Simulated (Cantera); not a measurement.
Charge: 1 mol HMDSO, 0.29 mol NO, at 1400 K.

Cantera equilibrium calculation (NASA polynomials, part measured and part estimated; ideal gas, pure solids and liquids). Candidate condensed phases: C, C6H6, C7H8, C8H18, H2O, Si, SiC, SiO2, Si2N2O, Si3N4; 151 gas species. The feed counts by its element totals alone. Mutual solubility and eutectic melting of coexisting phases are not modelled. The tables hold silica as quartz up to 1696 K and as liquid above; real silica turns to tridymite and cristobalite and melts near 1996 K. Rates play no part.

x: gas mole fraction; n: condensed amount in mol.

| P (Pa) | x H2 | x CO | x N2 | x CH4 | n C(graphite) | n SiC(s) | n Si2N2O(s) | n SiO2(β-quartz) |
|---|---|---|---|---|---|---|---|---|
| 5 | 0.862 | 0.123 | 0.0139 | 1.60e-7 | 2.71 | 2.00 | 0 | 0 |
| 15 | 0.862 | 0.123 | 0.0139 | 4.82e-7 | 2.71 | 2.00 | 0 | 0 |
| 45 | 0.862 | 0.123 | 0.0139 | 1.45e-6 | 2.71 | 2.00 | 0 | 0 |
| 140 | 0.862 | 0.123 | 0.0139 | … | 2.71 | 2.00 | 0 | 0 |
| 410 | 0.862 | 0.123 | 0.0139 | 1.32e-5 | 2.71 | 2.00 | 0 | 0 |
| 1200 | 0.881 | 0.116 | 0.00366 | 4.02e-5 | 3.03 | 1.78 | 0.107 | 0 |
| 3700 | 0.890 | 0.110 | … | … | 3.19 | 1.70 | 0.141 | … |
| 11000 | 0.962 | 0.0369 | 0.000136 | 0.000440 | 4.34 | 1.31 | 0.144 | 0.400 |
| 33000 | 0.986 | 0.0123 | 4.55e-5 | 0.00139 | 4.68 | 1.19 | 0.145 | 0.517 |
| 100000 | 0.992 | 0.00406 | 1.50e-5 | 0.00425 | 4.77 | 1.16 | 0.145 | 0.554 |

Problem. Fill in the missing entries.

Solution. 
- 3700, x N2: 0.000406
- 3700, x CH4: 0.000126
- 3700, n SiO2(β-quartz): 0.0187
- 140, x CH4: 4.50e-6
